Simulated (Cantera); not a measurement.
Carbothermic reduction: MgO + CH₄ + H₂ + CO

Charge: 1 mol MgO, 1.1 mol CH₄, 7 mol H₂, 12 mol CO, equilibrated at 1.33 mbar.

These are equilibrium values from Cantera (NASA tables, ideal gas, pure condensed phases), not measurements of a reactor. Candidate condensed phases: C, C₆H₆, C₇H₈, C₈H₁₈, H₂O, Mg, MgCO₃, MgO, Mg(OH)₂; 116 gas species. The tables' values for MgH are old estimates; treat these amounts as uncertain. The numbers say what is thermodynamically allowed, not how fast it happens.

```
T (°C)   x CO   x H₂       x H      x Mg  n C(graphite)  n MgO(s)
------  -----  -----  --------  --------  -------------  --------
1027    0.566  0.434   2.00e-5  0.000272           1.09     0.994
1127    0.564  0.419   8.63e-5    0.0167          0.733     0.633
1227    0.560  0.396  0.000304    0.0431         0.0998         0
1327    0.560  0.396  0.000937    0.0431         0.0995         0
1427    0.560  0.395   0.00254    0.0430         0.0987         0
1527    0.559  0.392   0.00614    0.0430         0.0968         0
1627    0.557  0.387    0.0135    0.0428         0.0931         0
1727    0.553  0.377    0.0274    0.0425         0.0863         0
1827    0.546  0.360    0.0512    0.0420         0.0751         0
1927    0.535  0.333    0.0891    0.0412         0.0578         0
2027    0.520  0.295     0.144    0.0400         0.0335         0
2127    0.500  0.244     0.215    0.0384              0         0
```
x: gas mole fraction; n: condensed amount in mol.

From 1027 °C to 1127 °C the condensed part is C(graphite) + MgO(s). From 1227 °C to 2027 °C the condensed part is C(graphite). At 2127 °C nothing is condensed. The main Mg-bearing gas is Mg throughout.
